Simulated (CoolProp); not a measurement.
A single-stage vapour-compression cycle with the fluid: evaporating at 219.15 K (dew point), condensing at 282.15 K (bubble point), superheat 10 K, subcooling 2 K, compressor efficiency 0.7, no pressure losses. The same conditions are run with several fluids, on thermodynamics alone (safety and materials aside).

Values from CoolProp's reference Helmholtz-energy equation of state of each fluid (vinyl chloride: Thol 2022; R143a: Lemmon and Jacobsen 2000; R227EA: Lemmon 2016; dimethyl ether: Wu 2011; R404A: Lemmon 2003; isobutane: Bücker 2006). Blends and air are pseudo-pure fits.

| fluid | cooling COP | pressure ratio | discharge temperature (K) | refrigerating effect (kJ/kg) | volumetric capacity (kJ/m³) |
|---|---|---|---|---|---|
| vinyl chloride | 1.93 | 17.5 | 408.0 | 304 | 136 |
| R143a | 1.81 | 11.2 | … | 154 | 510 |
| R227EA | … | … | 302.0 | 88.4 | 113 |
| dimethyl ether | … | 15.5 | 367.0 | 372 | 212 |
| R404A | 1.76 | 12.2 | 329.6 | 133 | 462 |
| isobutane | 1.92 | 16.0 | 325.7 | 281 | 115 |

### Question
Complete the blanks.

### Answer

- R143a, discharge temperature (K): 333.5
- R227EA, cooling COP: 1.75
- R227EA, pressure ratio: 19.1
- dimethyl ether, cooling COP: 1.94
